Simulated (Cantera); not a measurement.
An adiabatic, constant-volume homogeneous reactor starts with 4.94 % CH4, 11.6 % O2, 83.5 % N2, equivalence ratio 0.85, at 1798 K and 2.10 bar.

Computed with Cantera and GRI-Mech 3.0 (53 species, 325 reactions).

Q: Predict: time of steepest temperature rise; temperature at 0.300 s; equilibrium temperature; x(O2) at 0.300 s; x(H2) at 0.300 s; x(HCO) at 0.300 s.

A: 
| Quantity | Result |
|---|---|
| time of steepest temperature rise | 85.1 µs |
| temperature at 0.300 s | 2752 K |
| equilibrium temperature | 2752 K |
| x(O2) at 0.300 s | 0.0191 (gas-phase equilibrium 0.0191) |
| x(H2) at 0.300 s | 0.00609 (gas-phase equilibrium 0.00609) |
| x(HCO) at 0.300 s | 1.59e-8 (gas-phase equilibrium 1.59e-8) |
